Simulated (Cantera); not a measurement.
Transport properties of process gases

Gas mixture: 27.2 % CO, 72.8 % CH4, at 0.220 bar, frozen composition.

Cantera's kinetic-theory transport with the Lennard-Jones parameters of GRI-Mech 3.0, ideal gas; thermal conductivity in the multicomponent form. The composition is frozen, though it would react at the higher temperatures.

```
T (K)  ρ (kg/m³)  cp (J/kg/K)  μ (µPa s)  λ (mW/m/K)     Pr  D (cm²/s) O  D (cm²/s) OH  D (cm²/s) H2O
-----  ---------  -----------  ---------  ----------  -----  -----------  ------------  -------------
400        0.128         1943       16.7        45.4  0.716         2.52          2.48           1.83
650       0.0785         2537       23.7        83.9  0.717         5.77          5.68           4.55
900       0.0567         3058       29.6         126  0.718         9.97          9.81           8.19
1150      0.0444         3482       34.8         169  0.717         15.0          14.8           12.6
1400      0.0365         3802       39.6         210  0.717         20.8          20.5           17.7
1650      0.0309         4047       44.0         249  0.716         27.3          26.9           23.4
```
D: mixture-averaged diffusion coefficient of that species in the mixture.
